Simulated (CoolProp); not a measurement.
A Linde-Hampson liquefier for CF4 (R14): isothermal reversible compression at 250 K from 1 atm to 30 MPa, throttling to 1 atm, return gas leaving the recuperator 2 K below the feed. Each further row changes one setting.

Values from CoolProp's reference Helmholtz-energy equation of state, Platzer 1990. This equation is an older, rougher fit; its heat capacities, sound speeds and derivatives of the liquid may be far off and weren't checked against measurements.

| case | liquid yield per pass | compression work (kJ/kg of gas) |
|---|---|---|
| as stated | [?] | 109 |
| warm-end temperature 280 K | [?] | [?] |
| warm-end gap 7 K | [?] | 109 |

Q: Fill in the missing entries.

A: 
- as stated, liquid yield per pass: 0.432
- warm-end temperature 280 K, liquid yield per pass: 0.340
- warm-end temperature 280 K, compression work (kJ/kg of gas): 131
- warm-end gap 7 K, liquid yield per pass: 0.423
